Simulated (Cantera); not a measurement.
A closed system holds: 1 mol Pb, 10 mol CO₂, 43 mol H₂, equilibrated at 13300 Pa.

These are equilibrium values from Cantera (NASA tables, ideal gas, pure condensed phases), not measurements of a reactor. Candidate condensed phases: C, C₆H₆, C₇H₈, C₈H₁₈, H₂O, Pb, PbO, PbO₂, Pb₃O₄; 113 gas species. Equilibrium is a limit: real reactors are often held back by kinetics, nucleation or transport.

Question: Which condensed phases are stable at each of these points (T (°C)): 427, 527, 627, 727, 827, 927, 1027?

Answer: 
| T (°C) | condensed phases | Pb condensed (%) |
|---|---|---|
| 427 | Pb(l) | 100.0 |
| 527 | Pb(l) | 100.0 |
| 627 | Pb(l) | 99.9 |
| 727 | Pb(l) | 99.4 |
| 827 | Pb(l) | 95.2 |
| 927 | Pb(l) | 74.3 |
| 1027 | gas only | 0.0 |

From 427 °C to 927 °C the condensed part is Pb(l). At 1027 °C nothing is condensed.
